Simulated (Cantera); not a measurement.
What does this Cantera script print?

```python
import numpy as np
import cantera as ct

gas = ct.Solution("gri30.yaml")
gas.TPX = 1475, 100000, {'CO': 0.018, 'O2': 0.051, 'H2O': 0.00029, 'N2': 1}
reactor = ct.IdealGasConstPressureReactor(gas, energy="off", clone=False)
net = ct.ReactorNet([reactor])
net.rtol, net.atol = 1e-08, 1e-18
show = ['CO', 'O2', 'H2O', 'H2O2', 'H2', 'NO', 'CO2']
times = np.geomspace(0.0002, 50, 11)

steps = ct.SolutionArray(gas, extra=["t"])
rows = []
print(f"{'t/s':>10s}{'T/K':>9s}{'P/Pa':>11s}" + "".join(f"{s:>11s}" for s in show))
for t in times:
    while net.time < t:
        t_next = net.step()
        steps.append(gas.state, t=t_next)
    rows.append([np.interp(t, steps.t, y) for y in (steps.T, steps.P, *steps(*show).X.T)])
    print(f"{t:10.3e}{rows[-1][0]:9.1f}{rows[-1][1]:11.4g}" + "".join(f"{x:11.3e}" for x in rows[-1][2:]))
rate = np.gradient(steps.T, steps.t)
print("integrator steps:", len(steps.t))
if steps.T.max() > steps.T[0] + 200:
    print(f"time of steepest temperature rise: {steps.t[rate.argmax()]:.4e} s")
gas.TPX = 1475, 100000, {'CO': 0.018, 'O2': 0.051, 'H2O': 0.00029, 'N2': 1}
gas.equilibrate("TP")
print(f"equilibrium (TP): T = {gas.T:.1f} K  " + "  ".join(f"{s} {gas[s].X[0]:.3e}" for s in show))
```

Result:

```
       t/s      T/K       P/Pa         CO         O2        H2O       H2O2         H2         NO        CO2
 2.000e-04   1475.0      1e+05  1.683e-02  4.769e-02  2.712e-04  3.726e-14  2.757e-11  2.964e-13  3.074e-07
 6.931e-04   1475.0      1e+05  1.683e-02  4.769e-02  2.711e-04  1.186e-12  1.400e-09  5.410e-12  2.508e-06
 2.402e-03   1475.0      1e+05  1.615e-02  4.710e-02  2.467e-04  2.157e-09  1.082e-06  6.957e-09  6.838e-04
 8.326e-03   1475.0      1e+05  3.336e-03  4.046e-02  1.983e-04  8.350e-09  3.921e-06  6.083e-06  1.360e-02
 2.885e-02   1475.0      1e+05  2.867e-04  3.967e-02  2.571e-04  1.621e-09  4.535e-07  1.011e-05  1.669e-02
 1.000e-01   1475.0      1e+05  2.238e-05  3.961e-02  2.685e-04  1.955e-10  4.375e-08  1.105e-05  1.695e-02
 3.466e-01   1475.0      1e+05  1.729e-06  3.961e-02  2.716e-04  2.843e-11  5.695e-09  1.120e-05  1.697e-02
 1.201e+00   1475.0      1e+05  3.213e-07  3.961e-02  2.724e-04  1.024e-11  1.960e-09  1.124e-05  1.698e-02
 4.163e+00   1475.0      1e+05  2.868e-07  3.961e-02  2.724e-04  9.719e-12  1.855e-09  1.127e-05  1.698e-02
 1.443e+01   1475.0      1e+05  2.868e-07  3.961e-02  2.724e-04  9.719e-12  1.855e-09  1.137e-05  1.698e-02
 5.000e+01   1475.0      1e+05  2.869e-07  3.961e-02  2.724e-04  9.719e-12  1.855e-09  1.171e-05  1.698e-02
integrator steps: 1588
equilibrium (TP): T = 1475.0 K  CO 2.879e-07  O2 3.935e-02  H2O 2.724e-04  H2O2 9.693e-12  H2 1.862e-09  NO 5.142e-04  CO2 1.698e-02
```

Cantera simulation using GRI-Mech 3.0 (53 species, 325 reactions); the numbers are that mechanism's predictions, not measurements.
